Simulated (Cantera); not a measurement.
An isothermal, constant-pressure homogeneous reactor starts with CH₄ : N₂ = 1 : 1.2 (molar parts), at 1573 K and 0.630 bar.

Detailed kinetics in Cantera: GRI-Mech 3.0 (53 species, 325 reactions). GRI-Mech 3.0 stops at C3 and has no aromatics, soot or wall deposition, so with more carbon than oxygen in the feed, carbon stays in small species such as C2H2 where larger ones or solid carbon would form.

x: mole fraction; the columns are a selection and need not sum to one.

```
t (s)      x CH₄   x C₂H₄      x H     x CH₃    x C₂H₂
--------  ------  -------  -------  --------  --------
3.00e-5    0.455        ?  8.45e-8   3.39e-5  5.60e-12
9.53e-5    0.454        ?  9.13e-8  0.000103  7.34e-10
0.000302   0.454        ?  1.30e-7  0.000244   8.06e-8
0.000960   0.453        ?  2.31e-7  0.000385   4.30e-6
0.00305    0.447        ?  6.83e-7  0.000580  0.000156
0.00968    0.422  0.00735  2.60e-6  0.000646   0.00376
0.0307     0.357  0.00787  6.67e-6  0.000478    0.0263
0.0976     0.252  0.00413  1.28e-5  0.000312    0.0659
0.310      0.132  0.00392  2.09e-5  0.000169     0.107
0.984     0.0506        ?  2.97e-5   7.36e-5     0.135
3.12      0.0281  0.00549  3.40e-5   4.44e-5     0.142
9.92      0.0275  0.00550  3.41e-5   4.35e-5     0.142
31.5      0.0275  0.00550  3.41e-5   4.35e-5     0.142
100       0.0275  0.00550  3.41e-5   4.35e-5     0.142
```

Task: Fill in the missing entries.

Result: 
- 3.00e-5, x C₂H₄: 2.27e-8
- 9.53e-5, x C₂H₄: 7.62e-7
- 0.000302, x C₂H₄: 1.75e-5
- 0.000960, x C₂H₄: 0.000192
- 0.00305, x C₂H₄: 0.00158
- 0.984, x C₂H₄: 0.00503
